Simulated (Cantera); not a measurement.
Charge: 1 mol SO₂, 0.22 mol H₂O, 5.5 mol N₂, 0.00046 mol HF, equilibrated at 23.0 bar.

These are equilibrium values from Cantera (NASA tables, ideal gas, pure condensed phases), not measurements of a reactor. Candidate condensed phases: H₂O, H₂SO₄, S; 62 gas species. Kinetics and transport are ignored.

x: gas mole fraction; nothing condenses.

| T (K) | x N₂ | x SO₂ | x H₂O | x SO | x NO | x O₂ |
|---|---|---|---|---|---|---|
| 2525 | 0.814 | 0.143 | 0.0309 | 0.00477 | 0.00215 | ___ |
| 2575 | 0.814 | 0.142 | 0.0305 | 0.00572 | 0.00255 | ___ |
| 2625 | 0.813 | 0.141 | 0.0301 | 0.00681 | 0.00301 | ___ |
| 2675 | 0.812 | 0.140 | 0.0297 | 0.00804 | 0.00353 | ___ |
| 2725 | 0.811 | 0.138 | 0.0292 | 0.00942 | 0.00412 | ___ |
| 2775 | 0.809 | 0.136 | 0.0287 | 0.0110 | 0.00477 | ___ |
| 2825 | 0.808 | 0.134 | 0.0281 | 0.0127 | 0.00548 | ___ |
| 2875 | 0.806 | 0.132 | 0.0275 | 0.0145 | 0.00627 | ___ |
| 2925 | 0.804 | 0.129 | 0.0268 | 0.0166 | 0.00714 | ___ |
| 2975 | 0.802 | 0.127 | 0.0261 | 0.0188 | 0.00808 | ___ |
| 3025 | 0.800 | 0.124 | 0.0253 | 0.0212 | 0.00909 | ___ |
| 3075 | 0.797 | 0.120 | 0.0244 | 0.0237 | 0.0102 | ___ |

Task: What belongs in the gaps?

Result: 
- 2525, x O₂: 0.00162
- 2575, x O₂: 0.00194
- 2625, x O₂: 0.00230
- 2675, x O₂: 0.00271
- 2725, x O₂: 0.00317
- 2775, x O₂: 0.00368
- 2825, x O₂: 0.00425
- 2875, x O₂: 0.00487
- 2925, x O₂: 0.00555
- 2975, x O₂: 0.00628
- 3025, x O₂: 0.00707
- 3075, x O₂: 0.00791
